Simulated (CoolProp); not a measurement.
Vapour-liquid equilibrium of benzene (1) + n-heptane (2) at 134.45 °C; x and y are mole fractions of (1).

Values from CoolProp's multi-fluid Helmholtz-energy mixture model, Thol 2012 and Span 2003; pair parameters Bell 2016.

```csv
x,"bubble pressure, mixture model (kPa)","bubble pressure, Raoult's law (kPa)","y, mixture model","y, Raoult's law"
0.05,274.4,270.2,0.087,0.077
0.125,292.3,281.9,0.204,0.186
0.2,309.6,293.6,0.307,0.285
0.275,326.0,305.3,0.397,0.377
0.35,341.2,317.0,0.476,0.462
0.425,355.2,328.8,0.547,0.541
0.5,367.8,340.5,0.611,0.615
0.575,379.1,352.2,0.671,0.683
0.65,389.2,363.9,0.727,0.748
0.725,398.0,375.7,0.782,0.808
0.8,405.6,387.4,0.837,0.865
0.875,411.8,399.1,0.894,0.918
0.95,416.5,410.8,0.955,0.968
```

The largest gap from Raoult's law is +8.0 % in bubble pressure, at x = 0.425. No azeotrope shows between x = 0.05 and 0.95.

Pair parameters are fitted to limited data, so mixtures are less certain than the pure fluids.
